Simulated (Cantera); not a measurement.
A Cantera script and its output.

```python
import numpy as np
import cantera as ct

gas = ct.Solution("gri30.yaml")
gas.TPX = 1575, 31000, {'CH4': 1, 'H2O': 0.76, 'H2': 0.51}
inlet = ct.Reservoir(gas, clone=True)

reactor = ct.IdealGasConstPressureReactor(gas, energy="off", clone=False)
exhaust = ct.Reservoir(gas, clone=True)
tau = [24, 9.2, 3.4, 1.3, 0.49, 0.18, 0.069, 0.026, 0.0098, 0.0037, 0.0014][0]
for a, b in ((inlet, reactor), (reactor, exhaust)):
    ct.MassFlowController(a, b, mdot=lambda t: reactor.mass / tau)
net = ct.ReactorNet([reactor])
show = ['CH4', 'H2O', 'H2', 'CH2', 'HCO', 'OH', 'CH3']

rows = []
print(f"{'tau/s':>10s}{'T/K':>9s}" + "".join(f"{s:>11s}" for s in show))
for tau in [24, 9.2, 3.4, 1.3, 0.49, 0.18, 0.069, 0.026, 0.0098, 0.0037, 0.0014]:
    net.initial_time = 0.0
    net.advance(30 * tau)
    before = gas.X
    net.advance(40 * tau)
    drift = np.max(np.abs(gas.X - before) / (gas.X + 1e-9))
    rows.append([gas.T, *gas[show].X, drift])
    print(f"{tau:10.3e}{gas.T:9.1f}" + "".join(f"{x:11.3e}" for x in gas[show].X))
```

Output:

```
     tau/s      T/K        CH4        H2O         H2        CH2        HCO         OH        CH3
 2.400e+01   1575.0  3.621e-02  9.174e-02  6.907e-01  7.633e-09  2.566e-09  2.862e-07  6.325e-05
 9.200e+00   1575.0  5.191e-02  1.361e-01  6.475e-01  1.183e-08  1.753e-09  4.232e-07  9.037e-05
 3.400e+00   1575.0  7.797e-02  1.859e-01  5.927e-01  1.754e-08  1.049e-09  5.694e-07  1.337e-04
 1.300e+00   1575.0  1.183e-01  2.288e-01  5.322e-01  2.330e-08  6.694e-10  6.799e-07  1.968e-04
 4.900e-01   1575.0  1.794e-01  2.627e-01  4.635e-01  2.840e-08  5.866e-10  7.503e-07  2.864e-04
 1.800e-01   1575.0  2.583e-01  2.896e-01  3.871e-01  3.286e-08  6.893e-10  8.014e-07  3.989e-04
 6.900e-02   1575.0  3.321e-01  3.096e-01  3.194e-01  3.646e-08  8.428e-10  8.447e-07  5.053e-04
 2.600e-02   1575.0  3.878e-01  3.234e-01  2.693e-01  3.863e-08  9.509e-10  8.735e-07  5.836e-04
 9.800e-03   1575.0  4.191e-01  3.307e-01  2.417e-01  3.789e-08  9.215e-10  8.664e-07  6.111e-04
 3.700e-03   1575.0  4.329e-01  3.337e-01  2.300e-01  3.253e-08  6.949e-10  8.003e-07  5.774e-04
 1.400e-03   1575.0  4.381e-01  3.345e-01  2.261e-01  2.194e-08  3.245e-10  6.534e-07  4.751e-04
```

Computed with Cantera and GRI-Mech 3.0 (53 species, 325 reactions). GRI-Mech 3.0 stops at C3 and has no aromatics, soot or wall deposition, so with more carbon than oxygen in the feed, carbon stays in small species such as C2H2 where larger ones or solid carbon would form.
